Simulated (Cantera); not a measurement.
Thermodynamics of metals in furnace atmospheres, feed Al + CO2 + N2

Feed: 1 mol Al, 0.066 mol CO2, 260 mol N2, at 21.0 Pa.

Equilibrium computed with Cantera from the NASA thermochemical tables; the gas is ideal and each condensed phase is pure. Candidate condensed phases: Al, AlN, Al2O3, C; 32 gas species. Mutual solubility and eutectic melting of coexisting phases are not modelled. The numbers say what is thermodynamically allowed, not how fast it happens.

```json
[
 {"T (°C)": "375", "log p N2": "-3.68", "log p Al": "<-15", "log p CO": "-13.74", "log p Al2O": "<-15", "log p AlO": "<-15", "n AlN(s)": "0.912", "n Al2O3(s)": "0.0440", "n C(graphite)": "0.0660"},
 {"T (°C)": "450", "log p N2": "-3.68", "log p Al": "<-15", "log p CO": "-11.78", "log p Al2O": "<-15", "log p AlO": "<-15", "n AlN(s)": "0.912", "n Al2O3(s)": "0.0440", "n C(graphite)": "0.0660"},
 {"T (°C)": "525", "log p N2": "-3.68", "log p Al": "<-15", "log p CO": "-10.18", "log p Al2O": "<-15", "log p AlO": "<-15", "n AlN(s)": "0.912", "n Al2O3(s)": "0.0440", "n C(graphite)": "0.0659"},
 {"T (°C)": "600", "log p N2": "-3.68", "log p Al": "<-15", "log p CO": "-8.86", "log p Al2O": "<-15", "log p AlO": "<-15", "n AlN(s)": "0.913", "n Al2O3(s)": "0.0434", "n C(graphite)": "0.0643"},
 {"T (°C)": "675", "log p N2": "-3.68", "log p Al": "<-15", "log p CO": "-7.76", "log p Al2O": "<-15", "log p AlO": "<-15", "n AlN(s)": "0.926", "n Al2O3(s)": "0.0368", "n C(graphite)": "0.0444"},
 {"T (°C)": "750", "log p N2": "-3.68", "log p Al": "<-15", "log p CO": "-7.27", "log p Al2O": "<-15", "log p AlO": "<-15", "n AlN(s)": "0.956", "n Al2O3(s)": "0.0220", "n C(graphite)": "0"},
 {"T (°C)": "825", "log p N2": "-3.68", "log p Al": "<-15", "log p CO": "-7.27", "log p Al2O": "<-15", "log p AlO": "<-15", "n AlN(s)": "0.956", "n Al2O3(s)": "0.0220", "n C(graphite)": "0"},
 {"T (°C)": "900", "log p N2": "-3.68", "log p Al": "-14.57", "log p CO": "-7.27", "log p Al2O": "<-15", "log p AlO": "<-15", "n AlN(s)": "0.956", "n Al2O3(s)": "0.0220", "n C(graphite)": "0"},
 {"T (°C)": "975", "log p N2": "-3.68", "log p Al": "-12.86", "log p CO": "-7.27", "log p Al2O": "-15.43", "log p AlO": "<-15", "n AlN(s)": "0.956", "n Al2O3(s)": "0.0220", "n C(graphite)": "0"},
 {"T (°C)": "1050", "log p N2": "-3.68", "log p Al": "-11.34", "log p CO": "-7.27", "log p Al2O": "-13.49", "log p AlO": "<-15", "n AlN(s)": "0.956", "n Al2O3(s)": "0.0220", "n C(graphite)": "0"},
 {"T (°C)": "1125", "log p N2": "-3.68", "log p Al": "-9.99", "log p CO": "-7.27", "log p Al2O": "-11.75", "log p AlO": "-15.26", "n AlN(s)": "0.956", "n Al2O3(s)": "0.0220", "n C(graphite)": "0"},
 {"T (°C)": "1200", "log p N2": "-3.68", "log p Al": "-8.78", "log p CO": "-7.27", "log p Al2O": "-10.20", "log p AlO": "-13.90", "n AlN(s)": "0.954", "n Al2O3(s)": "0.0220", "n C(graphite)": "0"},
 {"T (°C)": "1275", "log p N2": "-3.68", "log p Al": "-7.68", "log p CO": "-7.27", "log p Al2O": "-8.81", "log p AlO": "-12.67", "n AlN(s)": "0.928", "n Al2O3(s)": "0.0214", "n C(graphite)": "0"},
 {"T (°C)": "1350", "log p N2": "-3.68", "log p Al": "-6.69", "log p CO": "-7.27", "log p Al2O": "-7.54", "log p AlO": "-11.55", "n AlN(s)": "0.656", "n Al2O3(s)": "0.0101", "n C(graphite)": "0"}
]
```
log p: log10 of the partial pressure in bar; n: condensed amount in mol.

From 375 °C to 675 °C the condensed part is AlN(s) + Al2O3(s) + C(graphite). From 750 °C to 1350 °C the condensed part is AlN(s) + Al2O3(s).
